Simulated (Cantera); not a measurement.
A Cantera script and what it prints.

```python
import numpy as np
import cantera as ct

gas_names = """
    F FO FO2 F2 F2O H HF HNO HNO2 HNO3 HOF HO2 H2 H2F2 H2O H2O2 H3F3 H4F4 H5F5 H6F6 H7F7 N NF NF2 NF3 NH
    NH2 NH3 NH2OH NO NO2 NO3 N2 N2H2 N2H4 N2O O OH O2 O3
""".split()
cond_names = """
    H2O(s) H2O(L)
""".split()


def load(file, names, dense=False):
    # The tables refer to 1 bar. Condensed volumes are neglected.
    table = {s.name: s for s in ct.Species.list_from_file(file)}
    out = []
    for n in names:
        d = dict(table[n].input_data)
        d["thermo"] = dict(d["thermo"], **{"reference-pressure": 1e5})
        if dense:
            d["equation-of-state"] = {"model": "constant-volume", "density": "1e6 g/cm^3"}
        out.append(ct.Species.from_dict(d))
    return out


gas = ct.Solution(thermo="ideal-gas", species=load("nasa_gas.yaml", gas_names))
cond = {s.name: ct.Solution(thermo="fixed-stoichiometry", species=[s], name=s.name)
        for s in load("nasa_condensed.yaml", cond_names, dense=True)}
atoms = {
    'NF3': {'N': 1, 'F': 3},
    'H2O': {'H': 2, 'O': 1},
}
top_T = {}  # K; cautious upper limits of use, not melting points


def equilibrate(T, P, feed):
    n = {}
    for name, mol in feed.items():
        for a, k in atoms[name].items():
            n[a] = n.get(a, 0.0) + k * mol
    gas.TPX = T, P, n
    mass = sum(n.values()) * gas.mean_molecular_weight
    gas.equilibrate("TP")
    valid = [c for c in cond.values() if c.min_temp <= T <= top_T.get(c.name, c.max_temp)]
    mix = ct.Mixture([(gas, mass / gas.mean_molecular_weight)] + [(c, 0.0) for c in valid])
    mix.T, mix.P = T, P
    mix.equilibrate("TP", solver="vcs", rtol=1e-11, max_steps=5000)
    return mix


results = []
feed = {'NF3': 1, 'H2O': 5.8}  # mol
P = 14000  # Pa
for T in [1075, 1275, 1475, 1675, 1875, 2075, 2275, 2475, 2675, 2875, 3075]:
    mix = equilibrate(T, P, feed)
    results.append((T, P, feed, dict(zip(mix.species_names, mix.species_moles))))
    x = sorted(zip(gas.X, gas.species_names), reverse=True)
    print(f"T = {T:g} K  P = {P:g} Pa  gas = {mix.phase_moles(0):.4g} mol")
    print("   x: " + "  ".join(f"{s} {v:.3e}" for v, s in x if v > 1e-05))
    print("   condensed (mol): " + ("  ".join(f"{mix.phase(i).name} {mix.phase_moles(i):.4g}"
          for i in range(1, mix.n_phases) if mix.phase_moles(i) > 1e-12) or "none"))
```

Output:

```
T = 1075 K  P = 14000 Pa  gas = 8.55 mol
   x: H2O 5.029e-01  HF 3.509e-01  O2 8.771e-02  N2 5.847e-02  NO 1.186e-05
   condensed (mol): none
T = 1275 K  P = 14000 Pa  gas = 8.55 mol
   x: H2O 5.029e-01  HF 3.509e-01  O2 8.768e-02  N2 5.845e-02  NO 5.901e-05  OH 2.303e-05
   condensed (mol): none
T = 1475 K  P = 14000 Pa  gas = 8.55 mol
   x: H2O 5.028e-01  HF 3.509e-01  O2 8.758e-02  N2 5.838e-02  NO 1.899e-04  OH 1.847e-04
   condensed (mol): none
T = 1675 K  P = 14000 Pa  gas = 8.552 mol
   x: H2O 5.023e-01  HF 3.508e-01  O2 8.726e-02  N2 5.823e-02  OH 9.006e-04  NO 4.615e-04  H2 7.007e-05  O 2.697e-05
   condensed (mol): none
T = 1875 K  P = 14000 Pa  gas = 8.56 mol
   x: H2O 5.003e-01  HF 3.505e-01  O2 8.653e-02  N2 5.795e-02  OH 3.122e-03  NO 9.239e-04  H2 4.790e-04  O 1.891e-04  H 3.834e-05
   condensed (mol): none
T = 2075 K  P = 14000 Pa  gas = 8.584 mol
   x: H2O 4.943e-01  HF 3.495e-01  O2 8.520e-02  N2 5.744e-02  OH 8.457e-03  H2 2.255e-03  NO 1.607e-03  O 9.093e-04  H 3.381e-04  F 2.889e-05
   condensed (mol): none
T = 2275 K  P = 14000 Pa  gas = 8.653 mol
   x: H2O 4.785e-01  HF 3.466e-01  O2 8.347e-02  N2 5.653e-02  OH 1.896e-02  H2 7.947e-03  O 3.311e-03  NO 2.514e-03  H 2.023e-03  F 9.686e-05
   condensed (mol): none
T = 2475 K  P = 14000 Pa  gas = 8.829 mol
   x: H2O 4.428e-01  HF 3.395e-01  O2 8.215e-02  N2 5.482e-02  OH 3.637e-02  H2 2.173e-02  O 9.802e-03  H 8.864e-03  NO 3.628e-03  F 2.710e-04
   condensed (mol): none
T = 2675 K  P = 14000 Pa  gas = 9.223 mol
   x: H2O 3.755e-01  HF 3.246e-01  O2 8.170e-02  OH 6.029e-02  N2 5.176e-02  H2 4.613e-02  H 2.965e-02  O 2.480e-02  NO 4.898e-03  F 6.675e-04  HO2 1.282e-05
   condensed (mol): none
T = 2875 K  P = 14000 Pa  gas = 9.995 mol
   x: HF 2.986e-01  H2O 2.746e-01  OH 8.510e-02  O2 7.985e-02  H 7.746e-02  H2 7.503e-02  O 5.467e-02  N2 4.696e-02  NO 6.132e-03  F 1.507e-03  HO2 1.646e-05
   condensed (mol): none
T = 3075 K  P = 14000 Pa  gas = 11.3 mol
   x: HF 2.622e-01  H2O 1.607e-01  H 1.603e-01  O 1.040e-01  OH 9.833e-02  H2 9.203e-02  O2 7.155e-02  N2 4.076e-02  NO 6.926e-03  F 3.227e-03  HO2 1.678e-05  N 1.205e-05
   condensed (mol): none
```

Cantera equilibrium calculation (NASA polynomials, part measured and part estimated; ideal gas, pure solids and liquids).
